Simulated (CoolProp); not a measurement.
The numbers come from the reference Helmholtz-energy equation of state, Eisenbach 2021 in CoolProp.

Q: For propylene glycol, give the phase and the cp (kJ/(kg K)), Joule-Thomson coefficient (K/MPa) at 118.35 °C and 10.9 MPa.

A: 
- 118.35 °C and 10.9 MPa: liquid; cp 2.99, Joule-Thomson coefficient -0.230
